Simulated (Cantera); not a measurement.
A freely propagating, adiabatic, planar premixed flame of 30.8 % H2, 15.4 % O2, 53.8 % N2, unburnt at 475 K and 1.20 bar; unity-Lewis-number transport, grid criteria slope 0.08 and curve 0.16, no radiation.

Cantera simulation using the H2/O2 subset of GRI-Mech 3.0, which has no nitrogen chemistry; the numbers are that mechanism's predictions, not measurements. Unity Lewis numbers drop preferential diffusion, which matters most where H2 and H carry the flame. Burning velocities carry a grid error of a few per cent, more on coarse grids.

Question: Predict: laminar burning velocity; thermal thickness; peak x(OH); peak x(H); peak x(HO2).

Answer: 
```
Property                    Result
------------------------  --------
laminar burning velocity  361 cm/s
thermal thickness         0.260 mm
peak x(OH)                  0.0191
peak x(H)                   0.0614
peak x(HO2)               0.000342
```
